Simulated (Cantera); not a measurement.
An isothermal, constant-pressure homogeneous reactor starts with 63.7 % NO, 36.3 % N2, at 1875 K and 0.180 bar.

Cantera simulation using GRI-Mech 3.0 (53 species, 325 reactions); the numbers are that mechanism's predictions, not measurements.

x: mole fraction; the columns are a selection and need not sum to one.

| t (s) | x NO | x N2 | x O2 | x NO2 | x N2O |
|---|---|---|---|---|---|
| 0.000600 | 0.637 | 0.363 | 4.75e-7 | 7.57e-6 | [?] |
| 0.00170 | 0.637 | 0.363 | 4.68e-6 | 3.17e-5 | [?] |
| 0.00482 | 0.637 | 0.363 | 5.26e-5 | 8.01e-5 | [?] |
| 0.0136 | 0.636 | 0.363 | 0.000333 | 0.000104 | 0.000156 |
| 0.0387 | 0.634 | 0.364 | 0.00125 | 0.000112 | 0.000166 |
| 0.110 | 0.629 | 0.367 | 0.00386 | 0.000126 | 0.000162 |
| 0.310 | 0.614 | 0.374 | 0.0112 | 0.000158 | 0.000153 |
| 0.879 | 0.573 | 0.395 | 0.0316 | 0.000214 | [?] |
| 2.49 | 0.472 | 0.446 | 0.0823 | 0.000272 | [?] |
| 7.06 | 0.281 | 0.541 | 0.177 | 0.000236 | [?] |
| 20.0 | 0.0879 | 0.637 | 0.274 | 9.17e-5 | [?] |

What belongs in the gaps?


- 0.000600, x N2O: 1.83e-5
- 0.00170, x N2O: 4.70e-5
- 0.00482, x N2O: 0.000102
- 0.879, x N2O: 0.000130
- 2.49, x N2O: 8.44e-5
- 7.06, x N2O: 2.86e-5
- 20.0, x N2O: 2.78e-6
